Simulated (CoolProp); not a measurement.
A single-stage vapour-compression cycle with R124: evaporating at 219.15 K (dew point), condensing at 259.15 K (bubble point), superheat 10 K, subcooling 8 K, compressor efficiency 0.85, no pressure losses. Each further row changes one setting.

Computed with CoolProp (reference Helmholtz-energy equation of state, de Vries 1995).

| case | cooling COP | pressure ratio | discharge temperature (K) | refrigerating effect (kJ/kg) | volumetric capacity (kJ/m³) |
|---|---|---|---|---|---|
| as stated | 4.23 | 8.04 | 286.9 | 158 | 132 |
| evaporating temperature 224.15 K | 5.05 | 5.90 | 283.7 | 161 | 179 |
| condensing temperature 254.15 K | 4.93 | 6.47 | 280.6 | 163 | 136 |
| subcooling 13 K | 4.37 | 8.04 | 286.9 | 163 | 136 |
| superheat 20 K | 4.22 | 8.04 | 297.8 | 164 | 131 |
| compressor efficiency 0.75 | 3.73 | 8.04 | 293.7 | 158 | 132 |
